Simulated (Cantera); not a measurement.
Cantera run:

```python
import numpy as np
import cantera as ct

gas_names = [...]  # 58 gases of nasa_gas.yaml made of F, H, N, O, Si
cond_names = """
    H2O(s) H2O(L) Si(cr) Si(L) SiO2(Lqz) SiO2(hqz) SiO2(L) Si2N2O(s) Si3N4(a)
""".split()


# ... load() reads the species with a 1 bar reference pressure and builds the phases ...
atoms = {
    'SiF4': {'Si': 1, 'F': 4},
    'N2O': {'N': 2, 'O': 1},
    'H2': {'H': 2},
}
top_T = {'Si2N2O(s)': 2100, 'Si3N4(a)': 2400}  # K; cautious upper limits of use, not melting points


# ... equilibrate(T, P, feed) seeds the gas with the atoms and calls Mixture.equilibrate('TP', solver="vcs", rtol=1e-11, max_steps=5000) ...
results = []
feed = {'SiF4': 1, 'N2O': 48, 'H2': 2.4}  # mol
T = 1450  # K
P = 330  # Pa
mix = equilibrate(T, P, feed)
results.append((T, P, feed, dict(zip(mix.species_names, mix.species_moles))))
x = sorted(zip(gas.X, gas.species_names), reverse=True)
print(f"T = {T:g} K  P = {P:g} Pa  gas = {mix.phase_moles(0):.4g} mol")
print("   x: " + "  ".join(f"{s} {v:.3e}" for v, s in x if v > 0.001))
print("   condensed (mol): " + ("  ".join(f"{mix.phase(i).name} {mix.phase_moles(i):.4g}"
      for i in range(1, mix.n_phases) if mix.phase_moles(i) > 1e-12) or "none"))
```

Output:

```
T = 1450 K  P = 330 Pa  gas = 75.2 mol
   x: N2 6.378e-01  O2 3.027e-01  HF 5.292e-02  H2O 5.431e-03  NO 1.026e-03
   condensed (mol): SiO2(hqz) 0.9948
```

Method: chemical equilibrium by Gibbs-energy minimisation in Cantera with the NASA 1993 tables (ideal gas, pure condensed phases). The tables hold silica as quartz up to 1696 K and as liquid above; real silica turns to tridymite and cristobalite and melts near 1996 K.
